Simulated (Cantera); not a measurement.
Cantera run:

```python
import numpy as np
import cantera as ct

gas_names = """
    AL ALH ALN ALO ALOH ALO2 ALO2H AL2 AL2O AL2O2 H HALO HNO HNO2 HNO3 HO2 H2 H2O H2O2 N NH NH2 NH3
    NH2OH NO NO2 NO3 N2 N2H2 N2H4 N2O O OH O2 O3
""".split()
cond_names = """
    AL(cr) AL(L) ALN(s) AL2O3(a) AL2O3(L) H2O(s) H2O(L)
""".split()


# ... load() reads the species with a 1 bar reference pressure and builds the phases ...
atoms = {
    'Al2O3': {'AL': 2, 'O': 3},
    'H2': {'H': 2},
    'N2': {'N': 2},
}
top_T = {'ALN(s)': 2750}  # K; cautious upper limits of use, not melting points


# ... equilibrate(T, P, feed) seeds the gas with the atoms and calls Mixture.equilibrate('TP', solver="vcs", rtol=1e-11, max_steps=5000) ...
results = []
feed = {'Al2O3': 1, 'H2': 520, 'N2': 12}  # mol
P = 1000  # Pa
for T in [873, 973, 1073, 1173, 1273, 1373, 1473, 1573, 1673, 1773, 1873, 1973, 2073]:
    mix = equilibrate(T, P, feed)
    results.append((T, P, feed, dict(zip(mix.species_names, mix.species_moles))))

top = {s: max(r[3][s] / sum(r[3][g] for g in gas_names) for r in results) for s in gas_names}
cols = sorted((s for s in top if top[s] > 1e-06), key=lambda s: -top[s])[:7]
seen = [c for c in cond_names if any(r[3].get(c, 0) > 1e-12 for r in results)]
print("log10 of partial pressures in bar; condensed amounts in mol")
print(f"{'T/K':>10s}" + "".join(f"{s[:9]:>10s}" for s in cols + seen))
for T, P, feed, n in results:
    ng = sum(n[g] for g in gas_names)
    print(f"{T:10.4g}" + "".join(f"{np.log10(max(n[s] / ng * P / 1e5, 1e-99)):10.3f}" for s in cols)
          + "".join(f"{n.get(c, 0):10.4g}" for c in seen))
```

It prints:

```
log10 of partial pressures in bar; condensed amounts in mol
       T/K        H2         H        N2       H2O        AL      AL2O      ALOH    ALN(s)  AL2O3(a)
       873    -2.010   -11.335    -3.647   -10.235   -24.427   -30.286   -21.463 2.065e-06         1
       973    -2.010    -9.971    -3.647    -9.634   -20.468   -25.195   -18.553 8.243e-06         1
      1073    -2.010    -8.859    -3.647    -9.149   -17.252   -21.064   -16.195 2.515e-05         1
      1173    -2.010    -7.933    -3.647    -8.751   -14.590   -17.647   -14.246 6.294e-05         1
      1273    -2.010    -7.152    -3.647    -8.418   -12.350   -14.776   -12.609 0.0001354    0.9999
      1373    -2.010    -6.483    -3.647    -8.136   -10.440   -12.331   -11.216 0.0002568    0.9999
      1473    -2.010    -5.903    -3.647    -7.894    -8.792   -10.225   -10.016 0.0003493    0.9998
      1573    -2.010    -5.396    -3.647    -7.452    -7.706    -8.859    -9.089         0    0.9993
      1673    -2.010    -4.949    -3.647    -6.836    -7.094    -8.116    -8.391         0    0.9972
      1773    -2.011    -4.552    -3.647    -6.290    -6.557    -7.466    -7.775         0      0.99
      1873    -2.013    -4.197    -3.648    -5.802    -6.080    -6.893    -7.228         0    0.9686
      1973    -2.016    -3.878    -3.650    -5.365    -5.656    -6.385    -6.741         0    0.9121
      2073    -2.022    -3.591    -3.653    -4.972    -5.277    -5.933    -6.306         0    0.7772
```

Equilibrium computed with Cantera from the NASA thermochemical tables; the gas is ideal and each condensed phase is pure. Mutual solubility and eutectic melting of coexisting phases are not modelled. The tables' values for AlOH are old estimates; treat these amounts as uncertain. Condensed phases not in the tables: aluminium oxynitride.
